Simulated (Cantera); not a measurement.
Cantera with NASA thermochemical tables; ideal gases at 1 bar, condensed phases pure. Values are per mole of reaction as written; species without (g) are pure solids or liquids, kept so even where they would boil at 1 bar.

2 SiHF3(g) = Si + 3 F2(g) + SiH2(g)

```tsv
T (K)	ΔH° (kJ)	ΔS° (J/K)	ΔG° (kJ)	log10 K	condensed phases
300	2647.1	280.3	2563.0	-446.24	Si(s)
1825	2699.3	318.6	2117.9	-60.62	Si(l)
1900	?	?	?	?	Si(l)
1975	?	?	?	?	Si(l)
2050	2697.6	317.7	2046.3	-52.14	Si(l)
2125	2696.9	317.4	2022.5	-49.71	Si(l)
```

Some entries are withheld; supply them.


- 1900, ΔH° (kJ): 2698.7
- 1900, ΔS° (J/K): 318.3
- 1900, ΔG° (kJ): 2094.0
- 1900, log10 K: -57.57
- 1975, ΔH° (kJ): 2698.2
- 1975, ΔS° (J/K): 318.0
- 1975, ΔG° (kJ): 2070.1
- 1975, log10 K: -54.75
